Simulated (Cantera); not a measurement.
Charge: 1 mol Ti, 0.73 mol H2O, 19 mol H2, held at 1702 °C and 0.100 bar.

Equilibrium computed with Cantera from the NASA thermochemical tables; the gas is ideal and each condensed phase is pure. Candidate condensed phases: H2O, Ti, TiO, TiO2, Ti2O3, Ti3O5, Ti4O7; 12 gas species. Mutual solubility and eutectic melting of coexisting phases are not modelled. TiO: taken at fixed stoichiometry. Condensed phases not in the tables: N, O or C dissolved in the metal. The numbers say what is thermodynamically allowed, not how fast it happens.

Base state: H2 0.996, H 0.00432, Ti 7.12e-5 (mole fractions); condensed: Ti(l) + TiO(s).

Q: What changes in the equilibrium state with this change: temperature from 1702 °C to 1325 °C?

A: 
| species | before | after |
|---|---|---|
| H2 | 0.996 | 1.000 |
| H | 0.00432 | 0.000168 |
| Ti | 7.12e-5 | 1.03e-7 |
| Ti(l), mol | 0.269 | 0 |
| TiO(s), mol | 0.730 | 0.730 |
| Ti(β), mol | 0 | 0.270 |

Q: What changes in the equilibrium state with this change: temperature from 1702 °C to 1777 °C?

A: 
```json
[
 {"species": "H2", "before": "0.996", "after": "0.993"},
 {"species": "H", "before": "0.00432", "after": "0.00715"},
 {"species": "Ti", "before": "7.12e-5", "after": "0.000189"},
 {"species": "TiO", "before": "4.64e-6", "after": "1.54e-5"},
 {"species": "Ti(l), mol", "before": "0.269", "after": "0.266"},
 {"species": "TiO(s), mol", "before": "0.730", "after": "0"},
 {"species": "TiO(l), mol", "before": "0", "after": "0.730"}
]
```
Each liquid is taken as pure.
